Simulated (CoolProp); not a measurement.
The numbers come from the reference Helmholtz-energy equation of state, Lemmon 2006 in CoolProp. It is a short technical equation, of lower accuracy than the large ones.

Give the vapour pressure (MPa), vapour density (kg/m³) of saturated R141b at 345.8, 432.4 K.


| T (K) | p (MPa) | vapour density (kg/m³) |
|---|---|---|
| 345.8 | 0.349 | 15.6 |
| 432.4 | 2.11 | 99.8 |
